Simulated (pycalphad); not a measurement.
Effect of B content in Hf-B

Source of the numbers: pycalphad with the COST 507 light-alloy database (1999); pressure 1 atm. The data set is of 1999 and partly superseded. Phase fractions are per mole of atoms.

Task: One of these alloys has its liquidus at 2081 °C, its solidus at 1881 °C, and holds hcp 0.58, BM 0.42 at 1127 °C. Which?
A. Hf-42.45B (at.%)
B. Hf-21.22B (at.%)
C. Hf-84.9B (at.%)
D. Hf-28.3B (at.%)

Result: B, Hf-21.22B (at.%). The others: Hf-28.3B (at.%), liquidus 2363, solidus 1881; Hf-42.45B (at.%), liquidus 2910, solidus 1881; Hf-84.9B (at.%), liquidus 3044, solidus 2065

Database names, with the compositions (at.%) that they take in these runs: BM: Hf 50 B 50.
